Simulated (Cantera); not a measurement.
## Equilibrium for carbothermic reduction: Ta₂O₅ + C + CO

A closed system holds: 1 mol Ta₂O₅, 0.47 mol C, 0.014 mol CO, held at 1798 K and 0.308 Torr.

Method: chemical equilibrium by Gibbs-energy minimisation in Cantera with the NASA 1993 tables (ideal gas, pure condensed phases). Candidate condensed phases: C, Ta, TaC, Ta₂O₅; 15 gas species. Mutual solubility and eutectic melting of coexisting phases are not modelled. TaC: taken at fixed stoichiometry. Condensed phases not in the tables: Ta₂C. Equilibrium is a limit: real reactors are often held back by kinetics, nucleation or transport.

```
Property                                    Result
--------------------------------------  ----------
x(CO)                                        1.000
x(CO₂)                                    0.000220
x(TaO₂)                                    4.56e-5
x(TaO)                                     7.29e-6
n(TaC(s))                                0.134 mol
n(Ta₂O₅(s))                              0.933 mol
gas amount                              0.3497 mol
log10 activity of Ta(s) (absent)             -0.22
log10 activity of C(graphite) (absent)       -3.85
```
